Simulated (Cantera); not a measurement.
Feed: 1 mol Fe(CO)₅, 1.4 mol O₂, 0.19 mol H₂, at 725 °C and 0.133 bar.

Cantera equilibrium calculation (NASA polynomials, part measured and part estimated; ideal gas, pure solids and liquids). Candidate condensed phases: C, C₆H₆, C₇H₈, C₈H₁₈, Fe, Fe(CO)₅, FeO, Fe(OH)₂, Fe(OH)₃, Fe₂O₃, Fe₃O₄, H₂O; 114 gas species. The tables' stoichiometric FeO is somewhat more stable than real wüstite, so its field is too wide. FeO: taken at fixed stoichiometry. The numbers say what is thermodynamically allowed, not how fast it happens.

Task: What is the equilibrium state?

Result: 
```
Property                                    Value
--------------------------------------  ---------
x(CO)                                       0.626
x(CO₂)                                      0.337
x(H₂)                                      0.0267
x(H₂O)                                    0.00992
n(FeO(s))                                1.00 mol
gas amount                              5.190 mol
log10 activity of Fe(α) (absent)            -0.32
log10 activity of C(graphite) (absent)      -1.04
log10 activity of Fe(OH)₂(s) (absent)       -7.71
```
